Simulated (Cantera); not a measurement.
Charge: 1 mol SiH₂Cl₂, a varied amount of O₃, equilibrated at 877 °C and 0.890 bar.

Equilibrium computed with Cantera from the NASA thermochemical tables; the gas is ideal and each condensed phase is pure. Candidate condensed phases: H₂O, Si, SiO₂; 30 gas species. Mutual solubility and eutectic melting of coexisting phases are not modelled. The tables' values for SiCl₃ are old estimates; treat these amounts as uncertain. The tables hold silica as quartz up to 1696 K and as liquid above; real silica turns to tridymite and cristobalite and melts near 1996 K. Kinetics and transport are ignored.

x: gas mole fraction; n: condensed amount in mol.

```tsv
n(O₃) (mol)	x O₂	x HCl	x H₂	x SiCl₄	x H₂O	x Cl₂	x SiHCl₃	x SiCl₃	n Si(s)	n SiO₂(β-quartz)
0.14	<1e-12	0.0368	0.608	0.252	1.46e-8	1.28e-12	0.0843	0.0106	0.262	?
0.26	<1e-12	0.0368	0.608	0.252	1.46e-8	1.28e-12	0.0843	0.0106	0.0821	?
0.45	<1e-12	0.422	0.384	0.190	2.20e-6	2.66e-10	0.00351	0.000557	0	?
0.8	0.0385	0.731	2.67e-9	6.22e-10	0.115	0.115	<1e-12	<1e-12	0	1.00
1.4	0.316	0.445	9.63e-10	8.06e-11	0.119	0.118	<1e-12	<1e-12	0	1.00
2.5	0.561	0.271	5.08e-10	2.24e-11	0.0836	0.0832	<1e-12	<1e-12	0	1.00
4.5	0.735	0.160	2.80e-10	6.77e-12	0.0526	0.0523	<1e-12	<1e-12	0	1.00
```

### Question
What belongs in the gaps?

### Answer

- 0.14, n SiO₂(β-quartz): 0.210
- 0.26, n SiO₂(β-quartz): 0.390
- 0.45, n SiO₂(β-quartz): 0.675
